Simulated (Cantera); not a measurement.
## N2O furnace oxynitridation

An isothermal, constant-pressure homogeneous reactor starts with 14.9 % N2O, 0.0418 % H2, 85.0 % N2, at 1325 K and 0.00660 bar.

Cantera simulation using GRI-Mech 3.0 (53 species, 325 reactions); the numbers are that mechanism's predictions, not measurements. GRI-Mech 3.0 was tuned for natural gas; its chemistry of N2O as a main component is partial and can be far from experiment. Radical loss at walls, strong at low pressure, is not modelled. The mechanism lacks the step 2 NO + O2 → 2 NO2, which can matter for NO2 below about 1400 K. The temperature is held fixed by assumption; the heat of reaction is taken as removed at once.

| t (s) | x N2O | x H2 | x HO2 | x O | x NO | x H |
|---|---|---|---|---|---|---|
| 0.000600 | 0.149 | 0.000418 | 1.67e-11 | 1.43e-6 | 3.50e-8 | 6.71e-9 |
| 0.00112 | 0.149 | 0.000418 | 1.17e-10 | 2.50e-6 | 1.17e-7 | 1.64e-8 |
| 0.00209 | 0.149 | 0.000418 | 7.88e-10 | 4.14e-6 | 3.76e-7 | 3.50e-8 |
| 0.00390 | 0.149 | 0.000417 | 4.91e-9 | 6.24e-6 | 1.14e-6 | 6.64e-8 |
| 0.00728 | 0.149 | 0.000416 | 2.72e-8 | 8.24e-6 | 3.14e-6 | 1.18e-7 |
| 0.0136 | 0.149 | 0.000414 | 1.28e-7 | 9.29e-6 | 7.67e-6 | 2.00e-7 |
| 0.0254 | 0.149 | 0.000405 | 4.81e-7 | 9.43e-6 | 1.67e-5 | 3.28e-7 |
| 0.0473 | 0.149 | 0.000382 | 1.28e-6 | 9.37e-6 | 3.38e-5 | 4.93e-7 |
| 0.0883 | 0.149 | 0.000326 | 2.02e-6 | 9.42e-6 | 6.54e-5 | 5.77e-7 |
| 0.165 | 0.148 | 0.000230 | 1.99e-6 | 9.61e-6 | 0.000123 | 4.45e-7 |
| 0.308 | 0.147 | 0.000126 | 1.50e-6 | 9.82e-6 | 0.000230 | 2.27e-7 |
| 0.574 | 0.146 | 5.05e-5 | 8.76e-7 | 9.99e-6 | 0.000430 | 8.98e-8 |
| 1.07 | 0.143 | 1.37e-5 | 4.15e-7 | 1.01e-5 | 0.000807 | 3.58e-8 |
| 2.00 | 0.138 | 1.94e-6 | 1.91e-7 | 1.02e-5 | 0.00150 | 2.11e-8 |
x: mole fraction; the columns are a selection and need not sum to one.

Equilibrium at this temperature and pressure: N2O 1.68e-9, H2 2.45e-9, HO2 3.64e-10, O 8.97e-7, NO 0.000291, H 1.00e-9 (gas phase only).
